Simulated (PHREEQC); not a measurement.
**Brine**

Solution (25 °C): 4.3 mol LiCl and 0.18 mol BaCl2 per kg of water. Closed to the air; pH follows from the charge balance.

Computed with PHREEQC (Pitzer model, pitzer.dat).

- ionic strength = 4.84 mol/kgw
- activity of water = 0.781
- density = 1.114 g/cm³
- osmotic coefficient = 1.500

```
species  molality  activity   log γ
-------  --------  --------  ------
Cl-          4.66      2.75  -0.229
Li+          4.30      21.2   0.693
Ba+2        0.180     0.203   0.052
H+        1.20e-7   7.15e-7   0.775
OH-       1.20e-7   1.10e-8  -1.036
```

This is a speciation only: nothing precipitates in the calculation.
